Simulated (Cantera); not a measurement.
Cantera with NASA thermochemical tables; ideal gases at 1 bar, condensed phases pure. Values are per mole of reaction as written; species without (g) are pure solids or liquids, kept so even where they would boil at 1 bar.

**Question.** Between 1473 and 1973 K, where is each reaction favourable under standard conditions?
- 2 CrO3(g) + 3 NH3(g) ⇌ 3 NO2(g) + 9 H(g) + 2 Cr

**Answer.** 
- 2 CrO3(g) + 3 NH3(g) ⇌ 3 NO2(g) + 9 H(g) + 2 Cr: ΔG° is 1649 kJ at 1473 K and 1219 kJ at 1973 K; it stays positive (K < 1). ΔH° is 2937 kJ and ΔS° 870 J/K at 1973 K.
